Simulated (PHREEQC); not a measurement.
NaOH is added in steps, without added water, to 1 kg of water holding 0.0018 mol/kgw CuSO4, 7.4e-05 mol/kgw NaBF4 and 5.6e-05 mol/kgw CsF, at 25 °C. Oxygen alone is held at its pressure in air (log pO2 = -0.68). The system is closed to CO2. Precipitation was switched off in this run.

Base run: PHREEQC, ion-association model, wateq4f.dat. Each further column changes one thing. The table gives H2BO3- (mol/kgw).

```json
[
 {"NaOH added (mol)": "0", "base": "3.34e-10", "metal-ligand complexes left out": "3.42e-10", "all activity coefficients set to 1": "2.99e-10", "Davies equation for every ion": "3.35e-10", "Debye-Hückel limiting law": "3.39e-10"},
 {"NaOH added (mol)": "0.000375", "base": "4.26e-8", "metal-ligand complexes left out": "3.78e-8", "all activity coefficients set to 1": "3.63e-8", "Davies equation for every ion": "4.30e-8", "Debye-Hückel limiting law": "4.38e-8"},
 {"NaOH added (mol)": "0.0009375", "base": "1.25e-7", "metal-ligand complexes left out": "1.11e-7", "all activity coefficients set to 1": "1.06e-7", "Davies equation for every ion": "1.25e-7", "Debye-Hückel limiting law": "1.28e-7"},
 {"NaOH added (mol)": "0.001313", "base": "1.93e-7", "metal-ligand complexes left out": "1.73e-7", "all activity coefficients set to 1": "1.64e-7", "Davies equation for every ion": "1.94e-7", "Debye-Hückel limiting law": "1.98e-7"},
 {"NaOH added (mol)": "0.001875", "base": "3.52e-7", "metal-ligand complexes left out": "3.23e-7", "all activity coefficients set to 1": "2.93e-7", "Davies equation for every ion": "3.53e-7", "Debye-Hückel limiting law": "3.60e-7"},
 {"NaOH added (mol)": "0.00225", "base": "5.20e-7", "metal-ligand complexes left out": "4.86e-7", "all activity coefficients set to 1": "4.28e-7", "Davies equation for every ion": "5.20e-7", "Debye-Hückel limiting law": "5.31e-7"},
 {"NaOH added (mol)": "0.002625", "base": "7.70e-7", "metal-ligand complexes left out": "7.33e-7", "all activity coefficients set to 1": "6.26e-7", "Davies equation for every ion": "7.70e-7", "Debye-Hückel limiting law": "7.86e-7"},
 {"NaOH added (mol)": "0.003187", "base": "1.47e-6", "metal-ligand complexes left out": "1.42e-6", "all activity coefficients set to 1": "1.18e-6", "Davies equation for every ion": "1.47e-6", "Debye-Hückel limiting law": "1.50e-6"},
 {"NaOH added (mol)": "0.003563", "base": "2.73e-6", "metal-ligand complexes left out": "2.67e-6", "all activity coefficients set to 1": "2.20e-6", "Davies equation for every ion": "2.73e-6", "Debye-Hückel limiting law": "2.78e-6"},
 {"NaOH added (mol)": "0.004125", "base": "6.88e-5", "metal-ligand complexes left out": "6.88e-5", "all activity coefficients set to 1": "6.88e-5", "Davies equation for every ion": "6.88e-5", "Debye-Hückel limiting law": "6.88e-5"},
 {"NaOH added (mol)": "0.0045", "base": "7.19e-5", "metal-ligand complexes left out": "7.19e-5", "all activity coefficients set to 1": "7.19e-5", "Davies equation for every ion": "7.19e-5", "Debye-Hückel limiting law": "7.19e-5"}
]
```

In at least one series the solution becomes supersaturated in solids that the run did not let form, among them Cu(OH)2, Brochantite, Antlerite. Real BF4- forms and hydrolyses slowly; the run takes it at equilibrium. The database's constant for dissolved Cu(OH)2 is higher than later reviews accept.
